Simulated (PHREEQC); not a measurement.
Consider water at 25 °C and 500 atm with 61 mmol/kgw HCl, 21 mmol/kgw ZnSO4 and 3.8 mmol/kgw Na2SO4. Closed to the air; pH follows from the charge balance.

The numbers come from PHREEQC with the ion-association model, phreeqc.dat.

### Question
The ionic strength comes out as 0.119 mol/kgw. What activity coefficients do H+, Zn+2, Zn(SO4)2-2, ZnCl3-, HSO4- get?

### Answer
H+ 0.82, Zn+2 0.36, Zn(SO4)2-2 0.36, ZnCl3- 0.76, HSO4- 0.78.

This is a speciation only: nothing precipitates in the calculation. Under pressure, the constants of complexes without a molar volume in the database are unreliable.
